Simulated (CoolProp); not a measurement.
Octamethylcyclotetrasiloxane (D4) along the isobar 740 kPa: fugacity coefficient from the reference equation and from simpler models built on Tc = 313.4 °C, pc = 1347 kPa, ω = 0.598; each cubic takes its own stable root.

Computed with CoolProp (reference Helmholtz-energy equation of state, Thol 2015).

```tsv
T (°C)	phase	reference	van der Waals	Redlich-Kwong	Soave-Redlich-Kwong	Peng-Robinson
76.55	liquid	0.004457	0.1588	0.03742	0.004640	0.004961
97.25	liquid	0.01130	0.2129	0.06577	0.01156	0.01207
117.85	liquid	0.02498	0.2758	0.1066	0.02533	0.02594
138.55	liquid	0.04959	0.3476	0.1620	0.05018	0.05063
159.25	liquid	0.08970	0.4273	0.2332	0.09090	0.09067
179.95	liquid	0.1499	0.5139	0.3201	0.1525	0.1508
200.55	liquid	0.2338	0.6057	0.4215	0.2388	0.2347
221.25	liquid	0.3447	0.7021	0.5366	0.3535	0.3458
241.95	liquid	0.4829	0.7756	0.6619	0.4963	0.4842
262.65	liquid	0.6462	0.7969	0.7621	0.6638	0.6466
283.25	gas	0.7671	0.8152	0.7874	0.7751	0.7587
303.95	gas	0.7988	0.8313	0.8092	0.8058	0.7893
```

At some of these states van der Waals, Redlich-Kwong gives the other phase, because its saturation line lies elsewhere.
